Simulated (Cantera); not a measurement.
A freely propagating, adiabatic, planar premixed flame of H₂ : O₂ : N₂ = 1 : 0.602 : 2.27 (molar parts), equivalence ratio 0.83, unburnt at 300 K and 7500 Torr; multicomponent transport, grid criteria slope 0.08 and curve 0.16, no radiation.

Detailed kinetics in Cantera: the H2/O2 subset of GRI-Mech 3.0, which has no nitrogen chemistry. The hydrogen kinetics of GRI-Mech 3.0 are dated; newer H2 mechanisms differ, most at raised pressure. Burning velocities carry a grid error of a few per cent, more on coarse grids.

Q: Predict: laminar burning velocity; thermal thickness; peak x(HO₂); peak x(O); peak x(H₂O₂).

A: laminar burning velocity: 79.2 cm/s
thermal thickness: 0.0315 mm
peak x(HO₂): 0.00118
peak x(O): 0.00244
peak x(H₂O₂): 0.000340
